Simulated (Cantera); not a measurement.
Feed: 1 mol BN, 3 mol F2, held at 1198 K and 6.00 Pa.

Method: chemical equilibrium by Gibbs-energy minimisation in Cantera with the NASA 1993 tables (ideal gas, pure condensed phases). Candidate condensed phases: B, BN; 13 gas species. Kinetics and transport are ignored.

Base state: F 0.667, BF3 0.222, N2 0.111, F2 0.000104 (mole fractions); condensed: gas only.

**Question.** What changes in the equilibrium state with this change: F2 from 3 to 1.3 mol?

**Answer.** 
```csv
species,before,after
BF3,0.222,0.666
N2,0.111,0.333
BF2,<1e-9,0.000409
F,0.667,<1e-9
F2,0.000104,<1e-9
"BN(s), mol",0,0.133
```
The tables' values for BF2 are old estimates; treat these amounts as uncertain.

**Question.** What changes in the equilibrium state with this change: F2 from 3 to 1.1 mol?

**Answer.** 
| species | before | after |
|---|---|---|
| BF3 | 0.222 | 0.666 |
| N2 | 0.111 | 0.333 |
| BF2 | <1e-9 | 0.000409 |
| F | 0.667 | <1e-9 |
| F2 | 0.000104 | <1e-9 |
| BN(s), mol | 0 | 0.267 |
The tables' values for BF2 are old estimates; treat these amounts as uncertain.
